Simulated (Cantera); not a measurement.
# Ignition delay

Mixture: 3.12 % CH4, 2.97 % H2, 15.2 % O2, 69.7 % N2, 9.06 % H2O, equivalence ratio 0.51, at 2.50 bar, adiabatic and at constant pressure. Ignition delay is the time to a rise of 400 K.

Detailed kinetics in Cantera: GRI-Mech 3.0 (53 species, 325 reactions).

| T0 (K) | delay (ms) |
|---|---|
| 1125 | 1.94 |
| 1225 | 0.526 |
| 1325 | 0.218 |
| 1425 | 0.107 |
| 1525 | 0.0593 |
| 1625 | 0.0360 |

The apparent activation energy between 1425 and 1625 K is 110 kJ/mol.
